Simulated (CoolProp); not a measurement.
Vapour-liquid equilibrium of m-xylene (1) + n-nonane (2) at 6.95 bar; x and y are mole fractions of (1).

Computed with CoolProp (multi-fluid Helmholtz-energy mixture model, Zhou 2012 and Lemmon 2006; pair parameters Bell 2016).

**Question.** Give the bubble temperature and the first vapour's composition at x = 0.05, 0.2, 0.35. Is there an azeotrope?

**Answer.** x = 0.05: 240.5 °C, y = 0.067; x = 0.2: 236.8 °C, y = 0.247; x = 0.35: 233.9 °C, y = 0.404. No azeotrope shows between x = 0.05 and 0.95.

Pair parameters are fitted to limited data, so mixtures are less certain than the pure fluids.
